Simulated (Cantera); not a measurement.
Feed: 1 mol C₂H₄, 0.16 mol NH₃, a varied amount of H₂, held at 84.0 bar.

These are equilibrium values from Cantera (NASA tables, ideal gas, pure condensed phases), not measurements of a reactor. Candidate condensed phases: C, C₆H₆, C₇H₈, C₈H₁₈; 92 gas species. The ideal-gas law is rough above about 30 bar. Kinetics and transport are ignored.

Q: What condenses at these points (T in K, n(H₂) in mol): (2325, 10); (925, 8); (2525, 6.1); (1925, 14); (925, 18)?

A: 
| T (K) | n(H₂) in mol | condensed phases | C condensed (%) |
|---|---|---|---|
| 2325 | 10 | C | 81.5 |
| 925 | 8 | gas only | 0.0 |
| 2525 | 6.1 | C | 82.0 |
| 1925 | 14 | C | 66.7 |
| 925 | 18 | gas only | 0.0 |
